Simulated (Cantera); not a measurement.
Input: 1 mol SiCl4, 0.17 mol NO, 12 mol H2, at 327 °C and 13.3 mbar.

Method: chemical equilibrium by Gibbs-energy minimisation in Cantera with the NASA 1993 tables (ideal gas, pure condensed phases). Candidate condensed phases: H2O, NH4Cl, Si, SiO2, Si2N2O, Si3N4; 47 gas species. Equilibrium is a limit: real reactors are often held back by kinetics, nucleation or transport.

Base state: H2 0.876, HCl 0.0644, SiCl4 0.0596, SiHCl3 2.23e-5 (mole fractions); condensed: SiO2(α-quartz) + Si2N2O(s).

Q: What changes in the equilibrium state with this change: temperature from 327 °C to 1252 °C?

A: 
| species | before | after |
|---|---|---|
| H2 | 0.876 | 0.765 |
| HCl | 0.0644 | 0.174 |
| SiCl2 | <1e-9 | 0.0502 |
| SiCl4 | 0.0596 | 0.000358 |
| SiO | <1e-9 | 0.00632 |
| SiCl3 | <1e-9 | 0.00246 |
| SiO2(α-quartz), mol | 0.0425 | 0 |
| Si2N2O(s), mol | 0.0850 | 0.0811 |
The tables' values for SiCl3 are old estimates; treat these amounts as uncertain.
